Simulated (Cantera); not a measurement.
## C + H2O (carbon deposition, reforming and gasification)

A closed system holds: 1 mol C, a varied amount of H2O, held at 2198 K and 0.00670 bar.

These are equilibrium values from Cantera (NASA tables, ideal gas, pure condensed phases), not measurements of a reactor. Candidate condensed phases: C, C6H6, C7H8, C8H18, H2O; 110 gas species. Equilibrium is a limit: real reactors are often held back by kinetics, nucleation or transport.

```
n(H2O) (mol)  log p CO  log p H2O  log p H2  log p CO2  log p H  log p OH  log p C2H2 (acetylene)  n C(graphite)
------------  --------  ---------  --------  ---------  -------  --------  ----------------------  -------------
0.37             -2.49      -9.23     -2.51      -9.93    -3.51    -11.09                   -5.10          0.628
0.67             -2.49      -9.23     -2.51      -9.93    -3.51    -11.09                   -5.10          0.327
0.97             -2.49      -9.23     -2.51      -9.93    -3.51    -11.09                   -5.10         0.0253
1.3              -2.57      -3.15     -2.55      -3.89    -3.53     -4.98                    <-14              0
1.6              -2.64      -2.89     -2.58      -3.67    -3.55     -4.71                    <-14              0
1.9              -2.70      -2.76     -2.62      -3.57    -3.56     -4.56                    <-14              0
2.2              -2.76      -2.68     -2.65      -3.51    -3.58     -4.46                    <-14              0
2.5              -2.81      -2.62     -2.68      -3.47    -3.59     -4.39                    <-14              0
2.8              -2.86      -2.57     -2.70      -3.45    -3.61     -4.33                    <-14              0
3.1              -2.91      -2.53     -2.73      -3.44    -3.62     -4.28                    <-14              0
3.4              -2.95      -2.50     -2.75      -3.43    -3.63     -4.24                    <-14              0
```
log p: log10 of the partial pressure in bar; n: condensed amount in mol.

From 0.37 mol H2O to 0.97 mol H2O the condensed part is C(graphite). From 1.3 mol H2O to 3.4 mol H2O nothing is condensed. The main C-bearing gas is CO throughout.
